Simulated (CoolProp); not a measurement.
Properties of R22 along the isotherm 422.8 K (Tc = 369.3 K, pc = 4.990 MPa, ω = 0.221).

The numbers come from the reference Helmholtz-energy equation of state, Kamei 1995 in CoolProp.

```tsv
p (MPa)	phase	cv (kJ/(kg K))	fugacity coefficient
0.158	gas	0.6890	0.9932
0.324	gas	0.6908	0.9861
0.665	gas	0.6944	…
1.37	gas	0.7021	…
2.81	gas	0.7192	0.8822
5.76	supercritical	…	…
11.8	supercritical	0.8038	0.5627
24.3	supercritical	0.7841	0.4028
49.9	supercritical	0.7896	0.3668
```

**Question.** Some entries are withheld; supply them.

**Answer.** 
- 0.665, fugacity coefficient: 0.9716
- 1.37, fugacity coefficient: 0.9419
- 5.76, cv (kJ/(kg K)): 0.7613
- 5.76, fugacity coefficient: 0.7649
